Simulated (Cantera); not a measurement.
Feed: 1 mol SiF₄, 1.5 mol H₂O, at 1.35 Torr.

Equilibrium computed with Cantera from the NASA thermochemical tables; the gas is ideal and each condensed phase is pure. Candidate condensed phases: H₂O, Si, SiO₂; 38 gas species. The tables hold silica as quartz up to 1696 K and as liquid above; real silica turns to tridymite and cristobalite and melts near 1996 K. The numbers say what is thermodynamically allowed, not how fast it happens.

**Question.** Which condensed phases are stable at each of these points (T (K)): 725, 875, 1025, 1175, 1325, 1475, 1625, 1775, 1925, 2075?

**Answer.** 
```tsv
T (K)	condensed phases	Si condensed (%)
725	SiO₂(α-quartz)	28.3
875	SiO₂(β-quartz)	45.4
1025	SiO₂(β-quartz)	57.3
1175	SiO₂(β-quartz)	64.3
1325	SiO₂(β-quartz)	68.2
1475	SiO₂(β-quartz)	70.5
1625	SiO₂(β-quartz)	71.8
1775	SiO₂(condensed)	72.5
1925	SiO₂(condensed)	72.5
2075	SiO₂(l)	67.4
```

At 725 K the condensed part is SiO₂(α-quartz). From 875 K to 1625 K the condensed part is SiO₂(β-quartz). From 1775 K to 1925 K the condensed part is SiO₂(condensed). At 2075 K the condensed part is SiO₂(l).
